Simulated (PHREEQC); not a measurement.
A made-up water analysis in mmol/kgw, 7 °C, pH 6.67:

```
constituent           mmol/kgw
--------------------  --------
Na                        78.8
K                        0.669
Ca                        2.78
Mg                       0.442
Cl                        83.4
S(6)                      1.66
Alkalinity (meq/kgw)    0.0172
```

Valence states are taken as typed.

Computed with PHREEQC (Pitzer model, pitzer.dat).

Question: The ionic strength comes out as 0.0912 mol/kgw. What activity coefficients do Na+, Mg+2, Ca+2, HCO3-, K+ get?

Answer: Na+ 0.79, Mg+2 0.40, Ca+2 0.39, HCO3- 0.91, K+ 0.78. Single-ion values are on the MacInnes scale.

No solid was allowed to form. Species that the database lacks are ignored. Away from 25 °C the constants follow the database's enthalpies or fits; those with neither stay at their 25 °C values.
